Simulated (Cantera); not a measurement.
**Adiabatic ignition**

An adiabatic, constant-pressure homogeneous reactor starts with 48.0 % H2, 10.9 % O2, 41.1 % N2, equivalence ratio 2.2, at 1823 K and 323 Torr.

Detailed kinetics in Cantera: GRI-Mech 3.0 (53 species, 325 reactions).

```
t (s)     T (K)   x H2      x O2     x NO2       x H     x OH      x NO     x N2O
--------  -----  -----  --------  --------  --------  -------  --------  --------
2.00e-6    1823  0.480     0.109    <1e-12   1.52e-5  1.32e-6    <1e-12  1.15e-11
5.86e-6    1823  0.480     0.109    <1e-12  0.000409  3.62e-5  6.44e-12  9.07e-11
1.72e-5    1955  0.210   0.00708  4.58e-12     0.167   0.0143   6.38e-7   3.88e-9
5.03e-5    2121  0.214   0.00316  5.92e-11     0.151   0.0166   8.28e-6   3.94e-9
0.000147   2378  0.232   0.00217  3.12e-10     0.118   0.0180   3.17e-5   5.78e-9
0.000432   2667  0.252   0.00119   2.86e-9    0.0822   0.0168  0.000148   1.83e-8
0.00126    2799  0.261  0.000785   1.67e-8    0.0655   0.0151  0.000632   3.55e-8
0.00371    2801  0.262  0.000752   3.77e-8    0.0645   0.0148   0.00143   4.26e-8
0.0109     2800  0.262  0.000746   4.32e-8    0.0644   0.0148   0.00164   4.52e-8
0.0318     2800  0.262  0.000746   4.32e-8    0.0644   0.0148   0.00165   4.52e-8
0.0932     2800  0.262  0.000746   4.32e-8    0.0644   0.0148   0.00165   4.52e-8
0.273      2800  0.262  0.000746   4.32e-8    0.0644   0.0148   0.00165   4.52e-8
0.800      2800  0.262  0.000746   4.32e-8    0.0644   0.0148   0.00165   4.52e-8
```
x: mole fraction; the columns are a selection and need not sum to one.

```json
{
  "time_of_steepest_temperature_rise": "13.7 µs",
  "temperature at 0.800 s": "2800 K",
  "equilibrium_temperature": "2800 K",
  "x(H2) at 0.800 s": "0.262 (gas-phase equilibrium 0.262)",
  "x(O2) at 0.800 s": "0.000746 (gas-phase equilibrium 0.000746)",
  "x(NO2) at 0.800 s": "4.32e-8 (gas-phase equilibrium 4.32e-8)"
}
```
